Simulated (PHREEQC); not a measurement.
Na2SO4 is added in steps, without added water, to 1 kg of water holding 0.0018 mol NaHSO4, 0.00012 mol NH3 and 0.19 mol KCl, at 25 °C. Oxygen is held at 0.21 atm. The system is closed to CO2. Only these solids could form: Halite, Sylvite.

Base run: PHREEQC, ion-association model, phreeqc.dat. Each further column changes one thing. The table gives pH.

```
Na2SO4 added (mol)  base  all activity coefficients set to 1  Debye-Hückel limiting law  database wateq4f.dat
------------------  ----  ----------------------------------  -------------------------  --------------------
0                   2.89                                2.80                       3.01                  2.89
0.01188             2.98                                2.96                       3.07                  2.99
0.02969             3.08                                3.11                       3.13                  3.09
0.04156             3.13                                3.19                       3.16                  3.14
0.05344             3.18                                3.25                       3.19                  3.19
0.06531             3.21                                3.30                       3.21                  3.23
0.08313             3.26                                3.36                       3.24                  3.28
0.095               3.28                                3.40                       3.25                  3.30
```

 phreeqc.dat and wateq4f.dat share most of their constants, so their agreement is no independent check. Solids allowed in the column 'database wateq4f.dat': Halite, Mirabilite.
